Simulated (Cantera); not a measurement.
Input (Python, Cantera) and output of one run.

```python
import numpy as np
import cantera as ct

gas_names = """
    Ca CaO Ca2 O O2 O3
""".split()
cond_names = """
    Ca(a) Ca(b) Ca(L) CaO(s) CaO(L)
""".split()


# ... load() reads the species with a 1 bar reference pressure and builds the phases ...
atoms = {
    'CaO': {'Ca': 1, 'O': 1},
    'O2': {'O': 2},
}
top_T = {}  # K; cautious upper limits of use, not melting points


# ... equilibrate(T, P, feed) seeds the gas with the atoms and calls Mixture.equilibrate('TP', solver="vcs", rtol=1e-11, max_steps=5000) ...
results = []
feed = {'CaO': 1, 'O2': 0.16}  # mol
T = 1700  # K
P = 1000  # Pa
mix = equilibrate(T, P, feed)
results.append((T, P, feed, dict(zip(mix.species_names, mix.species_moles))))
x = sorted(zip(gas.X, gas.species_names), reverse=True)
print(f"T = {T:g} K  P = {P:g} Pa  gas = {mix.phase_moles(0):.4g} mol")
print("   x: " + "  ".join(f"{s} {v:.3e}" for v, s in x if v > 1e-06))
print("   condensed (mol): " + ("  ".join(f"{mix.phase(i).name} {mix.phase_moles(i):.4g}"
      for i in range(1, mix.n_phases) if mix.phase_moles(i) > 1e-12) or "none"))
```

Result:

```
T = 1700 K  P = 1000 Pa  gas = 0.16 mol
   x: O2 9.996e-01  O 4.469e-04
   condensed (mol): CaO(s) 1
```

Method: chemical equilibrium by Gibbs-energy minimisation in Cantera with the NASA 1993 tables (ideal gas, pure condensed phases).
